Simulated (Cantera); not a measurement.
Input: 1 mol Fe₂O₃, 46 mol HCl, at 727 °C and 750 Torr.

Cantera equilibrium calculation (NASA polynomials, part measured and part estimated; ideal gas, pure solids and liquids). Candidate condensed phases: Fe, FeCl₂, FeCl₃, FeO, Fe(OH)₂, Fe(OH)₃, Fe₂O₃, Fe₃O₄, H₂O; 22 gas species. Kinetics and transport are ignored.

Base state: HCl 0.898, H₂O 0.0614, FeCl₃ 0.0334, FeCl₂ 0.00298, Fe₂Cl₆ 0.00219, Cl₂ 0.00159, Fe₂Cl₄ 0.000101, Cl 1.55e-5 (mole fractions); condensed: Fe₂O₃(s).

What changes in the equilibrium state with this change: temperature from 727 °C to 1527 °C?


```tsv
species	before	after
HCl	0.898	0.864
H₂O	0.0614	0.0619
FeCl₂	0.00298	0.0405
FeCl₃	0.0334	0.00239
Cl	1.55e-5	0.0241
Fe₂Cl₆	0.00219	1.04e-8
OH	2.51e-9	0.000149
ClO	<1e-9	1.48e-5
O₂	1.27e-7	0.00119
H₂	1.51e-8	9.64e-5
Fe₂O₃(s), mol	0.0783	0
```

What changes in the equilibrium state with this change: temperature from 727 °C to 850 °C?


| species | before | after |
|---|---|---|
| HCl | 0.898 | 0.886 |
| H₂O | 0.0614 | 0.0664 |
| FeCl₃ | 0.0334 | 0.0350 |
| FeCl₂ | 0.00298 | 0.00826 |
| Cl | 1.55e-5 | 0.000129 |
| Fe₂Cl₆ | 0.00219 | 0.000405 |
| Fe₂O₃(s), mol | 0.0783 | 0 |
